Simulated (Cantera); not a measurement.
A closed system holds: 1 mol CH3OH, 1.8 mol O2, held at 0.00230 bar.

These are equilibrium values from Cantera (NASA tables, ideal gas, pure condensed phases), not measurements of a reactor. Candidate condensed phases: C, C6H6, C7H8, C8H18, H2O; 110 gas species. Kinetics and transport are ignored.

At 1902 °C, list the 4 most abundant gas species with their mole fractions, and the condensed phases.

H2O 0.500, CO2 0.213, O2 0.118, CO 0.0657. Condensed: gas only.
